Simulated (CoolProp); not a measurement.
Vapour-liquid equilibrium of R114 (1) + n-pentane (2) at 121 kPa; x and y are mole fractions of (1).

Model: multi-fluid Helmholtz-energy mixture model, Platzer 1990 and Thol 2019; pair parameters Bell 2016, in CoolProp. This equation is an older, rougher fit; its heat capacities, sound speeds and derivatives of the liquid may be far off and weren't checked against measurements.

```
x     bubble temperature (°C)  y at the bubble point  dew temperature at overall composition x (°C)  liquid density (mol/L)
----  -----------------------  ---------------------  ---------------------------------------------  ----------------------
0.05                        …                      …                                           40.1                   8.436
0.15                     28.8                  0.431                                           37.4                   8.519
0.25                     23.6                  0.574                                           34.6                   8.574
0.35                     19.8                  0.667                                           31.5                       …
0.45                     17.1                  0.734                                           28.1                   8.640
0.55                     14.9                      …                                           24.5                       …
0.65                     13.1                  0.833                                           20.6                   8.688
0.75                     11.5                  0.876                                           16.4                   8.714
0.85                     10.2                  0.921                                           12.4                   8.745
0.95                      8.9                  0.971                                            9.4                   8.781
```

Task: Fill in the missing entries.

Result: 
- 0.05, bubble temperature (°C): 36.3
- 0.05, y at the bubble point: 0.189
- 0.35, liquid density (mol/L): 8.611
- 0.55, y at the bubble point: 0.787
- 0.55, liquid density (mol/L): 8.664

No azeotrope shows between x = 0.05 and 0.95.

The pair parameters rest on a limited set of measurements; away from them the model extrapolates.
